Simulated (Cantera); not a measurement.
Cantera run:

```python
import numpy as np
import cantera as ct

gas_names = [...]  # 77 gases of nasa_gas.yaml made of C, H, Ti
cond_names = """
    C(gr) C6H6(L) C7H8(L) C8H18(L),n-octa Ti(a) Ti(b) Ti(L) TiC(s) TiC(L)
""".split()


# ... load() reads the species with a 1 bar reference pressure and builds the phases ...
atoms = {
    'Ti': {'Ti': 1},
    'C3H8': {'C': 3, 'H': 8},
}
top_T = {'C(gr)': 4500}  # K; cautious upper limits of use, not melting points


# ... equilibrate(T, P, feed) seeds the gas with the atoms and calls Mixture.equilibrate('TP', solver="vcs", rtol=1e-11, max_steps=5000) ...
results = []
feed = {'Ti': 1, 'C3H8': 0.051}  # mol
T = 2123.15  # K
P = 10000  # Pa
mix = equilibrate(T, P, feed)
results.append((T, P, feed, dict(zip(mix.species_names, mix.species_moles))))
print(gas.report(threshold=0.0001))
for i in range(1, mix.n_phases):
    print(f"{mix.phase(i).name:16s} {mix.phase_moles(i):12.5e} mol")
```

It prints:

```
       temperature   2123.2 K
          pressure   10000 Pa
           density   0.0011474 kg/m^3
  mean mol. weight   2.0255 kg/kmol
   phase of matter   gas

                          1 kg             1 kmol
                     ---------------   ---------------
          enthalpy        2.9461e+07        5.9673e+07  J
   internal energy        2.0746e+07         4.202e+07  J
           entropy        1.0359e+05        2.0983e+05  J/K
    Gibbs function       -1.9049e+08       -3.8583e+08  J
 heat capacity c_p             17003             34440  J/K
 heat capacity c_v             12898             26125  J/K

                      mass frac. Y      mole frac. X     chem. pot. / RT
                     ---------------   ---------------   ---------------
                 H         0.0056178          0.011288           -10.993
                H2           0.98362           0.98826           -21.987
                Ti           0.01076        0.00045531           -7.8223
     [  +74 minor]         4.675e-08        5.9471e-09

C(gr)             0.00000e+00 mol
Ti(L)             8.46907e-01 mol
TiC(s)            1.53000e-01 mol
```

Cantera equilibrium calculation (NASA polynomials, part measured and part estimated; ideal gas, pure solids and liquids). Mutual solubility and eutectic melting of coexisting phases are not modelled. TiC: taken at fixed stoichiometry. Condensed phases not in the tables: N, O or C dissolved in the metal.
